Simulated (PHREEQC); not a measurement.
Consider water at 75 °C with 0.00045 mol H2S, 6.5e-05 mol NaCl, 0.00081 mol ZnCl2 and 0.00023 mol Na2SiF6 per kg of water. Closed to the air; pH follows from the charge balance.

Computed with PHREEQC (ion-association model, wateq4f.dat).

No solid was allowed to form.

Task: Estimate the pH, ionic strength.

Result: pH 3.35; ionic strength 0.00277 mol/kgw.

Task: In which forms is F present?

Result: HF 62 %, F- 37 % of the F.

Saturation is exceeded, for instance for ZnS(a), Sphalerite (slow to form); the values hold only as long as no solid forms. Constants without temperature data keep their 25 °C values here. SiF6-2 is the database's only silicon fluoride. The polysulfide entries of wateq4f.dat were taken out for this run.
